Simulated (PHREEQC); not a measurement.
A PHREEQC speciation (ion-association model, phreeqc.dat) at 25 °C gives pH 5.90 and these molalities:

```csv
species,mol/kgw
Mn+2,0.0515
Cl-,0.0487
SO4-2,0.0400
MnSO4,0.0294
CdCl+,0.0117
Cd+2,0.00884
CdSO4,0.00791
Cd(SO4)2-2,0.00335
MnCl+,0.00306
CdCl2,0.00117
CdCl3-,3.60e-5
MnCl2,3.15e-5
```

Question: What are the element totals, and what could have been dissolved in 1 kg of water to give them?

Answer: One answer among several that fit: totals Cd 0.0330, Cl 0.0660, Mn(2) 0.0840, S(6) 0.0840 mol/kgw, from 0.033 mol/kgw CdCl2 and 0.084 mol/kgw MnSO4.

Precipitation was switched off in this run.
